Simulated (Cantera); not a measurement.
A closed system holds: 1 mol Si, 0.021 mol O2, 14 mol H2, held at 1600 K.

Method: chemical equilibrium by Gibbs-energy minimisation in Cantera with the NASA 1993 tables (ideal gas, pure condensed phases). Candidate condensed phases: H2O, Si, SiO2; 18 gas species. Mutual solubility and eutectic melting of coexisting phases are not modelled. The tables hold silica as quartz up to 1696 K and as liquid above; real silica turns to tridymite and cristobalite and melts near 1996 K. Gases not in the tables: Si2H6 and higher silanes. Equilibrium is a limit: real reactors are often held back by kinetics, nucleation or transport.

Q: Which condensed phases are stable at each of these points (P (Pa)): 0.100, 2.50, 63, 1600, 40000, 1000000?

A: 
```
P (Pa)         condensed phases  Si condensed (%)
-------  ----------------------  ----------------
0.100                  gas only               0.0
2.50                      Si(s)              90.2
63                        Si(s)              95.6
1600                      Si(s)              95.8
40000                     Si(s)              95.8
1000000  Si(s) + SiO2(β-quartz)              99.6
```

At 0.000750 Torr nothing is condensed. From 0.0188 Torr to 300 Torr the condensed part is Si(s). At 7500 Torr the condensed part is Si(s) + SiO2(β-quartz).
